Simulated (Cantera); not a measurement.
Charge: 1 mol C2H6, 0.46 mol NH3, 1.1 mol H2, equilibrated at 948 K and 0.570 bar.

Method: chemical equilibrium by Gibbs-energy minimisation in Cantera with the NASA 1993 tables (ideal gas, pure condensed phases). Candidate condensed phases: C, C6H6, C7H8, C8H18; 92 gas species. Kinetics and transport are ignored.

Base state: H2 0.876, CH4 0.0750, N2 0.0492, NH3 8.67e-5 (mole fractions); condensed: C(graphite).

Problem. What changes in the equilibrium state with this change: NH3 from 0.46 to 0.014 mol?

Solution. 
| species | before | after |
|---|---|---|
| H2 | 0.876 | 0.916 |
| CH4 | 0.0750 | 0.0821 |
| N2 | 0.0492 | 0.00183 |
| NH3 | 8.67e-5 | 1.79e-5 |
| C(graphite), mol | 1.65 | 1.69 |
